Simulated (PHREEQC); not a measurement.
Consider water at 25 °C and 10 atm with 0.19 mol Cu(NO3)2 per kg of water. Closed to the air; pH follows from the charge balance.

Model: ion-association model, phreeqc.dat, run in PHREEQC.

Question: The ionic strength comes out as 0.570 mol/kgw. What activity coefficients do Cu2(OH)2+2, NO3-, H+, Cu+2, CuOH+ get?

Answer: Cu2(OH)2+2 0.30, NO3- 0.60, H+ 0.76, Cu+2 0.24, CuOH+ 0.64.

No solid was allowed to form.
